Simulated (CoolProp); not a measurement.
Computed with CoolProp (reference Helmholtz-energy equation of state, Rui 2013).

Question: Give the vapour pressure (MPa), liquid cp (kJ/(kg K)), liquid viscosity (µPa s), vapour viscosity (µPa s) of saturated R236EA at 55.55, 76.95, 91.15 °C.

Answer: 
```csv
T (°C),p (MPa),liquid cp (kJ/(kg K)),liquid viscosity (µPa s),vapour viscosity (µPa s)
55.55,0.533,1.32,256,11.9
76.95,0.931,1.40,194,12.8
91.15,1.30,1.48,160,13.6
```

Viscosity comes from a separate model (Huber 2003), an estimate that may be off by 10 % or more.
